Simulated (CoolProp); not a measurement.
Vapour-liquid equilibrium of n-hexane (1) + ethylbenzene (2) at 0.19 bar; x and y are mole fractions of (1).

Values from CoolProp's multi-fluid Helmholtz-energy mixture model, Thol 2019 and Zhou 2012; pair parameters Bell 2016.

| x | bubble temperature, mixture model (°C) | bubble temperature, Raoult's law (°C) | y, mixture model | y, Raoult's law |
|---|---|---|---|---|
| 0.05 | … | 74.6 | 0.396 | 0.320 |
| 0.2 | … | 57.0 | … | 0.727 |
| 0.35 | 42.1 | 46.2 | 0.882 | 0.866 |
| 0.5 | … | 38.6 | 0.930 | 0.930 |
| 0.65 | 31.6 | 32.9 | 0.958 | 0.963 |
| 0.8 | … | 28.4 | … | 0.984 |
| 0.95 | 24.7 | 24.7 | … | 0.997 |

Question: What belongs in the gaps?

Answer: 
- 0.05, bubble temperature, mixture model (°C): 71.5
- 0.2, bubble temperature, mixture model (°C): 51.9
- 0.2, y, mixture model: 0.778
- 0.5, bubble temperature, mixture model (°C): 36.1
- 0.8, bubble temperature, mixture model (°C): 28.0
- 0.8, y, mixture model: 0.978
- 0.95, y, mixture model: 0.995

The largest gap from Raoult's law is -5.1 K in bubble temperature, at x = 0.2. No azeotrope shows between x = 0.05 and 0.95.

The pair parameters rest on a limited set of measurements; away from them the model extrapolates.
